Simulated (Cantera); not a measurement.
An isothermal, constant-pressure homogeneous reactor starts with CH3OH : O2 : N2 = 0.014 : 0.0031 : 1 (molar parts), equivalence ratio 6.8, at 1600 K and 1000000 Pa. Integrator tolerance rtol = 1e-08.

Cantera simulation using GRI-Mech 3.0 (53 species, 325 reactions); the numbers are that mechanism's predictions, not measurements. GRI-Mech 3.0 was tuned for natural gas; its chemistry of methanol as a main component is partial and can be far from experiment.

### Question
What does this change do: temperature 1600 to 1125 K?

### Answer
```json
[
 {"quantity": "x(CH3OH) at 3.00 s", "before": "3.64e-10 (gas-phase equilibrium <1e-12)", "after": "4.45e-11 (gas-phase equilibrium 4.13e-12)"},
 {"quantity": "x(O2) at 3.00 s", "before": "<1e-12 (gas-phase equilibrium <1e-12)", "after": "4.59e-9 (gas-phase equilibrium <1e-12)"},
 {"quantity": "x(H2O2) at 3.00 s", "before": "<1e-12 (gas-phase equilibrium <1e-12)", "after": "<1e-12 (gas-phase equilibrium <1e-12)"},
 {"quantity": "x(NO) at 3.00 s", "before": "5.81e-10 (gas-phase equilibrium 2.26e-9)", "after": "5.44e-11 (gas-phase equilibrium <1e-12)"},
 {"quantity": "x(CO2) at 3.00 s", "before": "0.000964 (gas-phase equilibrium 0.000950)", "after": "0.000113 (gas-phase equilibrium 0.00188)"},
 {"quantity": "x(CO) at 3.00 s", "before": "0.0124 (gas-phase equilibrium 0.0125)", "after": "0.0132 (gas-phase equilibrium 0.0115)"},
 {"quantity": "x(HO2) at 3.00 s", "before": "<1e-12 (gas-phase equilibrium <1e-12)", "after": "<1e-12 (gas-phase equilibrium <1e-12)"}
]
```
